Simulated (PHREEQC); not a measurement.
1.2 g of hydrous ferric oxide (600 m²/g; 0.2 weak and 0.005 strong sites per Fe, Dzombak-Morel constants, diffuse double layer) in 1 kg of water with 0.3 mol/kgw of an inert sodium salt and 0.12 mmol/kgw CuCl2, 0.53 mmol/kgw PbCl2 and 0.018 mmol/kgw NiCl2, at 25 °C; the pH is set by adding NaOH or the inert anion's acid. O2 is buffered at 0.21 atm. No CO2 enters from the air. No solid was allowed to form.

Equilibrium calculation in PHREEQC: ion-association model, wateq4f.dat.

```tsv
pH	Cu sorbed (%)	Pb sorbed (%)	Ni sorbed (%)
4	1.7	12.9	0.0
4.5	12.1	18.1	0.0
5	51.3	42.5	0.1
5.5	87.6	80.5	?
6	97.8	96.2	?
6.5	99.6	99.4	?
7	99.9	99.9	57.0
7.5	99.9	100.0	88.6
8	99.9	100.0	97.9
8.5	99.9	100.0	99.7
9	99.8	100.0	99.9
9.5	99.6	100.0	100.0
10	99.3	100.0	100.0
10.5	98.2	100.0	100.0
11	94.1	100.0	99.9
11.5	?	99.7	99.0
12	39.2	91.1	88.7
```

**Question.** Complete the blanks.

**Answer.** 
- 5.5, Ni sorbed (%): 0.6
- 6, Ni sorbed (%): 3.5
- 6.5, Ni sorbed (%): 18.3
- 11.5, Cu sorbed (%): 77.1

Along this series the solution becomes supersaturated in solids that the run did not let form, among them Cu(OH)2, Ni(OH)2. The database's constant for dissolved Cu(OH)2 is higher than later reviews accept.
